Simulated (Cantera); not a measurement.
A perfectly stirred reactor is fed with CH4 : O2 : N2 : CO2 = 1 : 1.25 : 4.7 : 0.22 (molar parts), equivalence ratio 1.6, at 69000 Pa; it is adiabatic with a 748 K inlet, and is followed from long to short residence time, starting on the burning branch (τ in s: 0.13, 0.063, 0.03, 0.015, 0.0072, 0.0035, 0.0017, 0.00083, 0.0004, 0.0002, 9.6e-05).

Cantera simulation using GRI-Mech 3.0 (53 species, 325 reactions); the numbers are that mechanism's predictions, not measurements.

Task: What does this change do: inlet temperature 748 to 350 K?

Result: 
```
quantity                                                                        before                               after
------------------------------------------------  ------------------------------------  ----------------------------------
blow-out, bracketed by the residence times tried  burning at 0.400 ms, out at 0.200 ms  burning at 3.50 ms, out at 1.70 ms
x(CH4) at τ = 0.130 s                                                         0.000120                             0.00361
x(O2) at τ = 0.130 s                                                           7.24e-5                            0.000590
x(CO2) at τ = 0.130 s                                                           0.0462                              0.0548
x(NO) at τ = 0.130 s                                                          0.000179                             1.21e-5
x(N2O) at τ = 0.130 s                                                          1.29e-8                             2.28e-9
x(CH4) at τ = 3.50 ms                                                          0.00110                             0.00908
x(O2) at τ = 3.50 ms                                                           0.00144                             0.00944
x(CO2) at τ = 3.50 ms                                                           0.0464                              0.0525
x(NO) at τ = 3.50 ms                                                          0.000159                             3.11e-6
x(N2O) at τ = 3.50 ms                                                          7.98e-8                             4.97e-9
```

Task: What does this change do: O2 1.25 to 1.6 parts?

Result: 
```tsv
quantity	before	after
blow-out, bracketed by the residence times tried	burning at 0.400 ms, out at 0.200 ms	burning at 96.0 µs, the shortest tried
x(CH4) at τ = 0.130 s	0.000120	1.73e-6
x(O2) at τ = 0.130 s	7.24e-5	0.00195
x(CO2) at τ = 0.130 s	0.0462	0.0782
x(NO) at τ = 0.130 s	0.000179	0.00164
x(N2O) at τ = 0.130 s	1.29e-8	7.10e-8
x(CH4) at τ = 3.50 ms	0.00110	3.72e-5
x(O2) at τ = 3.50 ms	0.00144	0.00442
x(CO2) at τ = 3.50 ms	0.0464	0.0755
x(NO) at τ = 3.50 ms	0.000159	0.000753
x(N2O) at τ = 3.50 ms	7.98e-8	5.97e-8
```
